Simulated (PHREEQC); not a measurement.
A column of 1 m (30 cells, dispersivity 0.08 m, 720 s a shift, diffusion coefficient 3e-10 m²/s) holds 0.0041 eq of the database's cation exchanger X per kg of pore water, first in equilibrium with 0.0017 mol MnCl2 and 1e-05 mol HCl per kg of water. It is flushed with 0.0026 mol/kgw LiCl and 1e-05 mol/kgw HCl, at 40 °C. Values are for the last cell. No CO2 enters from the air. Precipitation was switched off in this run.

Base run: PHREEQC, ion-association model, phreeqc.dat. Each further column changes one thing. The table gives LiX on the exchanger (mol/kgw).

```json
[
 {"pore volumes": "0", "base": "0", "exchange capacity from 0.0041 to 0.0021 eq/kgw": "0", "dispersivity from 0.08 to 0.16 m": "0"},
 {"pore volumes": "0.6167", "base": "1.43e-5", "exchange capacity from 0.0041 to 0.0021 eq/kgw": "(withheld)", "dispersivity from 0.08 to 0.16 m": "2.85e-5"},
 {"pore volumes": "1.417", "base": "0.000182", "exchange capacity from 0.0041 to 0.0021 eq/kgw": "(withheld)", "dispersivity from 0.08 to 0.16 m": "0.000177"},
 {"pore volumes": "2.017", "base": "0.000317", "exchange capacity from 0.0041 to 0.0021 eq/kgw": "0.000197", "dispersivity from 0.08 to 0.16 m": "0.000294"},
 {"pore volumes": "2.617", "base": "0.000420", "exchange capacity from 0.0041 to 0.0021 eq/kgw": "0.000266", "dispersivity from 0.08 to 0.16 m": "0.000392"},
 {"pore volumes": "3.417", "base": "0.000520", "exchange capacity from 0.0041 to 0.0021 eq/kgw": "0.000331", "dispersivity from 0.08 to 0.16 m": "(withheld)"},
 {"pore volumes": "4.017", "base": "0.000578", "exchange capacity from 0.0041 to 0.0021 eq/kgw": "(withheld)", "dispersivity from 0.08 to 0.16 m": "(withheld)"},
 {"pore volumes": "4.617", "base": "0.000628", "exchange capacity from 0.0041 to 0.0021 eq/kgw": "0.000401", "dispersivity from 0.08 to 0.16 m": "0.000606"},
 {"pore volumes": "5.417", "base": "0.000684", "exchange capacity from 0.0041 to 0.0021 eq/kgw": "0.000437", "dispersivity from 0.08 to 0.16 m": "0.000665"},
 {"pore volumes": "6.017", "base": "0.000722", "exchange capacity from 0.0041 to 0.0021 eq/kgw": "0.000460", "dispersivity from 0.08 to 0.16 m": "0.000704"}
]
```

Question: Complete the blanks.

Answer: 
- 0.6167, exchange capacity from 0.0041 to 0.0021 eq/kgw: 8.30e-6
- 1.417, exchange capacity from 0.0041 to 0.0021 eq/kgw: 0.000108
- 3.417, dispersivity from 0.08 to 0.16 m: 0.000493
- 4.017, exchange capacity from 0.0041 to 0.0021 eq/kgw: 0.000369
- 4.017, dispersivity from 0.08 to 0.16 m: 0.000554

Constants without temperature data keep their 25 °C values here.
